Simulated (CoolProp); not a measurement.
Vapour-liquid equilibrium of R143a (1) + dimethyl ether (2) at -69.55 °C; x and y are mole fractions of (1).

Computed with CoolProp (multi-fluid Helmholtz-energy mixture model, Lemmon and Jacobsen 2000 and Wu 2011; pair parameters Bell 2016).

```tsv
x	bubble pressure, mixture model (MPa)	bubble pressure, Raoult's law (MPa)	y, mixture model	y, Raoult's law
0.05	0.01017	0.009786	0.187	0.157
0.2	0.01419	0.01309	0.503	0.469
0.35	0.01772	0.01640	0.669	0.656
0.5	0.02091	0.01971	0.776	0.780
0.65	0.02392	0.02302	0.857	0.868
0.8	0.02683	0.02633	0.923	0.934
0.95	0.02975	0.02963	0.981	0.985
```

The largest gap from Raoult's law is +8.4 % in bubble pressure, at x = 0.2. No azeotrope shows between x = 0.05 and 0.95.

The pair parameters rest on a limited set of measurements; away from them the model extrapolates.
